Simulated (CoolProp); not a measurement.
Vapour-liquid equilibrium of diethyl ether (1) + n-hexane (2) at 151.35 °C; x and y are mole fractions of (1).

Model: multi-fluid Helmholtz-energy mixture model, Thol 2014 and Thol 2019; pair parameters Bell 2016, in CoolProp.

Q: Give the bubble pressure and the first vapour's composition at x = 0.5, 0.8, 0.95. Is there an azeotrope?

A: x = 0.5: 1.304 MPa, y = 0.640; x = 0.8: 1.609 MPa, y = 0.868; x = 0.95: 1.771 MPa, y = 0.968. No azeotrope shows between x = 0.05 and 0.95.

The pair parameters rest on a limited set of measurements; away from them the model extrapolates.
